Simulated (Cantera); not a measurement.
An adiabatic, constant-pressure homogeneous reactor starts with 7.19 % CH4, 19.4 % O2, 73.4 % N2, equivalence ratio 0.74, at 1125 K and 10.0 bar.

Computed with Cantera and GRI-Mech 3.0 (53 species, 325 reactions).

Problem. Predict: time of steepest temperature rise; temperature at 1.00 s; equilibrium temperature; x(O2) at 1.00 s; x(H2) at 1.00 s; x(NO) at 1.00 s.

Solution. 
* **time of steepest temperature rise**: 11.0 ms
* **temperature at 1.00 s**: 2499 K
* **equilibrium temperature**: 2499 K
* **x(O2) at 1.00 s**: 0.0454 (gas-phase equilibrium 0.0454)
* **x(H2) at 1.00 s**: 0.00123 (gas-phase equilibrium 0.00123)
* **x(NO) at 1.00 s**: 0.0103 (gas-phase equilibrium 0.0103)
